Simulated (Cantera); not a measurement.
A closed system holds: 1 mol Cu, 0.71 mol NH₃, 1.6 mol H₂, at 6.70 mbar.

These are equilibrium values from Cantera (NASA tables, ideal gas, pure condensed phases), not measurements of a reactor. Candidate condensed phases: Cu; 11 gas species. Equilibrium is a limit: real reactors are often held back by kinetics, nucleation or transport. All values below are at 1648 K.

Base state: H₂ 0.871, N₂ 0.116, Cu 0.0118, H 0.00102, Cu₂ 1.10e-5 (mole fractions); condensed: Cu(l).

Problem. What changes in the equilibrium state with this change: pressure from 6.70 mbar to 1 atm?

Solution. 
```csv
species,before,after
H₂,0.871,0.882
N₂,0.116,0.118
H,0.00102,8.31e-5
Cu,0.0118,7.80e-5
NH₃,7.66e-8,1.19e-5
Cu₂,1.10e-5,7.24e-8
"Cu(l), mol",0.964,1.000
```
